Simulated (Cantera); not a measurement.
A freely propagating, adiabatic, planar premixed flame of CH4 : C2H6 : C3H8 : O2 : N2 = 1 : 0.52 : 0.19 : 3.18 : 12 (molar parts), equivalence ratio 1.5, unburnt at 350 K and 0.296 atm; mixture-averaged transport, grid criteria slope 0.08 and curve 0.16, no radiation.

Model: GRI-Mech 3.0 (53 species, 325 reactions), integrated in Cantera. Burning velocities carry a grid error of a few per cent, more on coarse grids.

**Question.** Predict: laminar burning velocity; thermal thickness; peak x(CH3); peak x(HCN); peak x(CH2CO).

**Answer.** 
- laminar burning velocity = 30.6 cm/s
- thermal thickness = 1.90 mm
- peak x(CH3) = 0.00328
- peak x(HCN) = 5.42e-5
- peak x(CH2CO) = 0.000863
